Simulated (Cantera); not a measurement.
An isothermal, constant-pressure homogeneous reactor starts with C₂H₆ : H₂ = 1 : 6.1 (molar parts), at 1398 K and 1.00 bar. Integrator tolerance rtol = 1e-08.

Model: GRI-Mech 3.0 (53 species, 325 reactions), integrated in Cantera. GRI-Mech 3.0 stops at C3 and has no aromatics, soot or wall deposition, so with more carbon than oxygen in the feed, carbon stays in small species such as C2H2 where larger ones or solid carbon would form.

### Question
What does this change do: H2 6.1 to 8.9 parts?

### Answer
```tsv
quantity	before	after
x(C₂H₆) at 2.00 s	0.000205 (gas-phase equilibrium 0.000143)	0.000132 (gas-phase equilibrium 8.12e-5)
x(H₂) at 2.00 s	0.775 (gas-phase equilibrium 0.754)	0.829 (gas-phase equilibrium 0.814)
x(CH₃) at 2.00 s	2.55e-5 (gas-phase equilibrium 2.43e-5)	1.97e-5 (gas-phase equilibrium 1.83e-5)
x(CH₄) at 2.00 s	0.186 (gas-phase equilibrium 0.221)	0.148 (gas-phase equilibrium 0.173)
x(C₂H) at 2.00 s	1.54e-10 (gas-phase equilibrium 7.85e-11)	8.74e-11 (gas-phase equilibrium 3.68e-11)
x(C₂H₂) at 2.00 s	0.0237 (gas-phase equilibrium 0.0150)	0.0138 (gas-phase equilibrium 0.00730)
x(C₂H₄) at 2.00 s	0.0150 (gas-phase equilibrium 0.00953)	0.00929 (gas-phase equilibrium 0.00501)
```
